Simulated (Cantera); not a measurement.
# Ignition delay

Mixture: C3H8 : O2 : N2 : CO2 = 1 : 2.27 : 10.5 : 0.52 (molar parts), equivalence ratio 2.2, at 5.00 bar, adiabatic and at constant pressure. Ignition delay is the time to a rise of 400 K.

Detailed kinetics in Cantera: GRI-Mech 3.0 (53 species, 325 reactions). GRI-Mech 3.0 was tuned for natural gas; its chemistry of propane as a main component is partial and can be far from experiment.

| T0 (K) | delay (ms) |
|---|---|
| 1225 | 2.08 |
| 1300 | 0.556 |
| 1375 | 0.178 |
| 1450 | 0.0681 |
| 1525 | 0.0309 |
| 1600 | 0.0162 |
| 1675 | 0.00963 |
| 1750 | 0.00631 |
| 1825 | 0.00446 |
| 1900 | 0.00334 |

```yaml
apparent activation energy between 1750 and 1900 K: 120 kJ/mol
```
